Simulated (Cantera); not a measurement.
**Thermodynamics of hydrogen reduction and annealing atmospheres, feed Ta2O5 + H2 + H2O**

Input: 1 mol Ta2O5, 0.54 mol H2, 0.25 mol H2O, equilibrated at 1.40 mbar.

Equilibrium computed with Cantera from the NASA thermochemical tables; the gas is ideal and each condensed phase is pure. Candidate condensed phases: H2O, Ta, Ta2O5; 12 gas species. Kinetics and transport are ignored.

From 948 K to 2048 K the condensed part is Ta2O5(s).

| T (K) | x H2 | x H2O | x H | x OH | x O | n Ta2O5(s) |
|---|---|---|---|---|---|---|
| 948 | 0.684 | 0.316 | 1.16e-8 | 7.77e-12 | <1e-12 | 1.00 |
| 1048 | 0.684 | 0.316 | 1.71e-7 | 2.49e-10 | <1e-12 | 1.00 |
| 1148 | 0.684 | 0.316 | 1.58e-6 | 4.38e-9 | <1e-12 | 1.00 |
| 1248 | 0.684 | 0.316 | 1.03e-5 | 4.88e-8 | <1e-12 | 1.00 |
| 1348 | 0.684 | 0.316 | 5.11e-5 | 3.81e-7 | 2.66e-11 | 1.00 |
| 1448 | 0.683 | 0.316 | 0.000204 | 2.24e-6 | 5.94e-10 | 1.00 |
| 1548 | 0.683 | 0.316 | 0.000680 | 1.05e-5 | 8.90e-9 | 1.00 |
| 1648 | 0.682 | 0.316 | 0.00197 | 4.09e-5 | 9.63e-8 | 1.00 |
| 1748 | 0.679 | 0.316 | 0.00503 | 0.000136 | 7.96e-7 | 1.00 |
| 1848 | 0.674 | 0.314 | 0.0116 | 0.000399 | 5.25e-6 | 1.000 |
| 1948 | 0.663 | 0.311 | 0.0246 | 0.00104 | 2.87e-5 | 1.000 |
| 2048 | 0.643 | 0.306 | 0.0480 | 0.00248 | 0.000134 | 1.000 |
x: gas mole fraction; n: condensed amount in mol.
